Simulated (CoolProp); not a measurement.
The numbers come from the reference Helmholtz-energy equation of state, Kamei 1995 in CoolProp.

Problem. Give the vapour pressure (kPa), liquid density (kg/m³), enthalpy of vaporisation (kJ/kg), liquid cp (kJ/(kg K)) of saturated R22 at 259.2, 293.7, 305.2 K.

Solution. 
```csv
T (K),p (kPa),liquid density (kg/m³),enthalpy of vaporisation (kJ/kg),liquid cp (kJ/(kg K))
259.2,308,1330,216,1.14
293.7,924,1210,187,1.24
305.2,1260,1160,175,1.29
```
